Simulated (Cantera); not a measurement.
A closed system holds: 1 mol ZrO₂, 1.5 mol H₂, 0.34 mol N₂, at 1777 °C and 0.0630 bar.

Cantera equilibrium calculation (NASA polynomials, part measured and part estimated; ideal gas, pure solids and liquids). Candidate condensed phases: H₂O, Zr, ZrN, ZrO₂; 28 gas species. Mutual solubility and eutectic melting of coexisting phases are not modelled. ZrN: taken at fixed stoichiometry. Condensed phases not in the tables: solid solutions among these carbides, nitrides and lower oxides. Kinetics and transport are ignored.

Base state: H₂ 0.808, N₂ 0.184, H 0.00812, H₂O 7.93e-5 (mole fractions); condensed: ZrN(s) + ZrO₂(tetragonal).

Problem. What changes in the equilibrium state with this change: pressure from 0.0630 bar to 6.30 bar?

Solution. 
| species | before | after |
|---|---|---|
| H₂ | 0.808 | 0.814 |
| N₂ | 0.184 | 0.185 |
| H | 0.00812 | 0.000816 |
| NH₃ | 3.63e-7 | 3.68e-5 |
| H₂O | 7.93e-5 | 0.000253 |
| ZrN(s), mol | 7.33e-5 | 0.000233 |
| ZrO₂(tetragonal), mol | 1.000 | 1.000 |
